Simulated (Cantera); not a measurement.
A closed system holds: 1 mol SiHCl₃, 6.3 mol N₂, 0.87 mol H₂, held at 502 °C and 390 Torr.

Cantera equilibrium calculation (NASA polynomials, part measured and part estimated; ideal gas, pure solids and liquids). N₂ is the only nitrogen source here; it is nearly inert below about 1500 K, so the nitride shown seldom forms there in practice. The numbers say what is thermodynamically allowed, not how fast it happens.

| species | before | after |
|---|---|---|
| H₂ | 0.0915 | 0.677 |
| N₂ | 0.710 | 0.212 |
| HCl | 0.145 | 0.110 |
| SiCl₄ | 0.0535 | 0.000723 |
| NH₃ | 4.70e-5 | 0.000517 |
| SiHCl₃ | 2.19e-5 | 2.89e-6 |
| Si₃N₄(s), mol | 0.184 | 0.327 |
Gas species are given as mole fractions.

Name the change that produced these shifts.
A. H₂ from 0.87 to 19 mol
B. temperature from 502 °C to 1177 °C
C. temperature from 502 °C to 1175 °C
D. pressure from 390 Torr to 0.0383 Torr

A, H₂ from 0.87 to 19 mol
